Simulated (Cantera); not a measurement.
Cantera run:

```python
import numpy as np
import cantera as ct

gas_names = [...]  # 110 gases of nasa_gas.yaml made of C, H, O
cond_names = """
    C(gr) C6H6(L) C7H8(L) C8H18(L),n-octa H2O(s) H2O(L)
""".split()


# ... load() reads the species with a 1 bar reference pressure and builds the phases ...
atoms = {
    'C6H6': {'C': 6, 'H': 6},
    'O2': {'O': 2},
    'H2': {'H': 2},
}
top_T = {'C(gr)': 4500}  # K; cautious upper limits of use, not melting points


# ... equilibrate(T, P, feed) seeds the gas with the atoms and calls Mixture.equilibrate('TP', solver="vcs", rtol=1e-11, max_steps=5000) ...
results = []
feed = {'C6H6': 1, 'O2': 0.26, 'H2': 0.43}  # mol
P = 3800000  # Pa
for T in [775, 850, 925, 1000, 1075, 1150, 1225, 1300, 1375]:
    mix = equilibrate(T, P, feed)
    results.append((T, P, feed, dict(zip(mix.species_names, mix.species_moles))))

top = {s: max(r[3][s] / sum(r[3][g] for g in gas_names) for r in results) for s in gas_names}
cols = sorted((s for s in top if top[s] > 0.001), key=lambda s: -top[s])[:7]
seen = [c for c in cond_names if any(r[3].get(c, 0) > 1e-12 for r in results)]
print("log10 of partial pressures in bar; condensed amounts in mol")
print(f"{'T/K':>10s}" + "".join(f"{s[:9]:>10s}" for s in cols + seen))
for T, P, feed, n in results:
    ng = sum(n[g] for g in gas_names)
    print(f"{T:10.4g}" + "".join(f"{np.log10(max(n[s] / ng * P / 1e5, 1e-99)):10.3f}" for s in cols)
          + "".join(f"{n.get(c, 0):10.4g}" for c in seen))
```

Result:

```
log10 of partial pressures in bar; condensed amounts in mol
       T/K        H2       CH4       H2O        CO       CO2     C(gr)
       775     0.548     1.407     0.917    -1.286    -0.214      4.57
       850     0.787     1.369     0.884    -0.752    -0.171     4.627
       925     0.978     1.312     0.833    -0.317    -0.156     4.702
      1000     1.127     1.234     0.756     0.032    -0.182     4.787
      1075     1.241     1.136     0.642     0.299    -0.268     4.869
      1150     1.325     1.018     0.481     0.485    -0.433     4.943
      1225     1.384     0.886     0.277     0.600    -0.674     5.017
      1300     1.425     0.746     0.045     0.660    -0.966     5.095
      1375     1.453     0.604    -0.195     0.688    -1.276     5.172
```

Cantera equilibrium calculation (NASA polynomials, part measured and part estimated; ideal gas, pure solids and liquids). The ideal-gas law is rough above about 30 bar.
